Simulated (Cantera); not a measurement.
Cantera run:

```python
import numpy as np
import cantera as ct

gas_names = """
    C CH CH2 CH3 CH2OH CH3O CH4 CH3OH CO CO2 COOH C2 C2H CHCO,ketyl C2H2,acetylene C2H2,vinylidene
    CH2CO,ketene C2H3,vinyl CH3CO,acetyl C2H4 C2H4O,ethylen CH3CHO,ethanal CH3COOH (HCOOH)2 C2H5 C2H6
    CH3OCH3 C2H5OH C2O C3 C3H3,propargyl C3H4,allene C3H4,propyne C3H4,cyclo- C3H5,allyl C3H6,propylene
    C3H6,cyclo- C3H6O C3H7,n-propyl C3H7,i-propyl C3H8 C3H8O,1propanol C3H8O,2propanol C3O2 C4 C4H2
    C4H4,1,3-cyclo- C4H6,butadiene C4H6,2-butyne C4H6,cyclo- C4H8,1-butene C4H8,cis2-buten
    C4H8,tr2-butene C4H8,isobutene C4H8,cyclo- (CH3COOH)2 C4H9,n-butyl C4H9,i-butyl C4H9,s-butyl
    C4H9,t-butyl C4H10,isobutane C4H10,n-butane C5 C5H6,1,3cyclo- C5H8,cyclo- C5H10,1-pentene
    C5H10,cyclo- C5H11,pentyl C5H11,t-pentyl C5H12,n-pentane C5H12,i-pentane CH3C(CH3)2CH3 C6H2
    C6H5,phenyl C6H5O,phenoxy C6H6 C6H5OH,phenol C6H10,cyclo- C6H12,1-hexene C6H12,cyclo- C6H13,n-hexyl
    C7H7,benzyl C7H8 C7H8O,cresol C7H14,1-heptene C7H15,n-heptyl C7H16,n-heptane C8H8,styrene
    C8H10,ethylbenz C8H16,1-octene C8H17,n-octyl C8H18,isooctane C8H18,n-octane C9H19,n-nonyl
    C10H8,naphthale C10H21,n-decyl C12H9,o-bipheny C12H10,bipheny H HCO HO2 H2 HCHO,formaldehy HCOOH H2O
    H2O2 O OH O2 O3
""".split()
cond_names = """
    C(gr) C6H6(L) C7H8(L) C8H18(L),n-octa H2O(s) H2O(L)
""".split()


def load(file, names, dense=False):
    # The tables refer to 1 bar. Condensed volumes are neglected.
    table = {s.name: s for s in ct.Species.list_from_file(file)}
    out = []
    for n in names:
        d = dict(table[n].input_data)
        d["thermo"] = dict(d["thermo"], **{"reference-pressure": 1e5})
        if dense:
            d["equation-of-state"] = {"model": "constant-volume", "density": "1e6 g/cm^3"}
        out.append(ct.Species.from_dict(d))
    return out


gas = ct.Solution(thermo="ideal-gas", species=load("nasa_gas.yaml", gas_names))
cond = {s.name: ct.Solution(thermo="fixed-stoichiometry", species=[s], name=s.name)
        for s in load("nasa_condensed.yaml", cond_names, dense=True)}
atoms = {
    'CO2': {'C': 1, 'O': 2},
    'O2': {'O': 2},
    'H2': {'H': 2},
}
top_T = {'C(gr)': 4500}  # K; cautious upper limits of use, not melting points


def equilibrate(T, P, feed):
    n = {}
    for name, mol in feed.items():
        for a, k in atoms[name].items():
            n[a] = n.get(a, 0.0) + k * mol
    gas.TPX = T, P, n
    mass = sum(n.values()) * gas.mean_molecular_weight
    gas.equilibrate("TP")
    valid = [c for c in cond.values() if c.min_temp <= T <= top_T.get(c.name, c.max_temp)]
    mix = ct.Mixture([(gas, mass / gas.mean_molecular_weight)] + [(c, 0.0) for c in valid])
    mix.T, mix.P = T, P
    mix.equilibrate("TP", solver="vcs", rtol=1e-11, max_steps=5000)
    return mix


results = []
feed = {'CO2': 1, 'O2': 0.98, 'H2': 0.63}  # mol
T = 2298  # K
for P in [10, 84, 710, 6000, 50000, 420000, 3600000, 30000000]:
    mix = equilibrate(T, P, feed)
    results.append((T, P, feed, dict(zip(mix.species_names, mix.species_moles))))
    x = sorted(zip(gas.X, gas.species_names), reverse=True)
    print(f"T = {T:g} K  P = {P:g} Pa  gas = {mix.phase_moles(0):.4g} mol")
    print("   x: " + "  ".join(f"{s} {v:.3e}" for v, s in x if v > 0.001))
    print("   condensed (mol): " + ("  ".join(f"{mix.phase(i).name} {mix.phase_moles(i):.4g}"
          for i in range(1, mix.n_phases) if mix.phase_moles(i) > 1e-12) or "none"))
```

Result:

```
T = 2298 K  P = 10 Pa  gas = 3.533 mol
   x: O 2.260e-01  O2 2.119e-01  CO 2.021e-01  H 1.481e-01  CO2 8.100e-02  H2O 5.366e-02  OH 5.342e-02  H2 2.391e-02
   condensed (mol): none
T = 2298 K  P = 84 Pa  gas = 2.802 mol
   x: O2 2.772e-01  CO2 2.036e-01  CO 1.532e-01  H2O 1.524e-01  O 8.919e-02  OH 5.656e-02  H 4.730e-02  H2 2.048e-02
   condensed (mol): none
T = 2298 K  P = 710 Pa  gas = 2.493 mol
   x: CO2 3.200e-01  O2 2.893e-01  H2O 2.172e-01  CO 8.107e-02  OH 4.002e-02  O 3.134e-02  H 1.127e-02  H2 9.829e-03
   condensed (mol): none
T = 2298 K  P = 6000 Pa  gas = 2.372 mol
   x: CO2 3.878e-01  O2 2.882e-01  H2O 2.480e-01  CO 3.386e-02  OH 2.506e-02  O 1.076e-02  H2 3.868e-03  H 2.432e-03
   condensed (mol): none
T = 2298 K  P = 50000 Pa  gas = 2.325 mol
   x: CO2 4.174e-01  O2 2.875e-01  H2O 2.617e-01  OH 1.514e-02  CO 1.264e-02  O 3.722e-03  H2 1.416e-03
   condensed (mol): none
T = 2298 K  P = 420000 Pa  gas = 2.308 mol
   x: CO2 4.289e-01  O2 2.878e-01  H2O 2.679e-01  OH 9.003e-03  CO 4.479e-03  O 1.285e-03
   condensed (mol): none
T = 2298 K  P = 3.6e+06 Pa  gas = 2.301 mol
   x: CO2 4.331e-01  O2 2.884e-01  H2O 2.710e-01  OH 5.294e-03  CO 1.544e-03
   condensed (mol): none
T = 2298 K  P = 3e+07 Pa  gas = 2.298 mol
   x: CO2 4.347e-01  O2 2.888e-01  H2O 2.725e-01  OH 3.126e-03
   condensed (mol): none
```

These are equilibrium values from Cantera (NASA tables, ideal gas, pure condensed phases), not measurements of a reactor. The ideal-gas law is rough above about 30 bar.
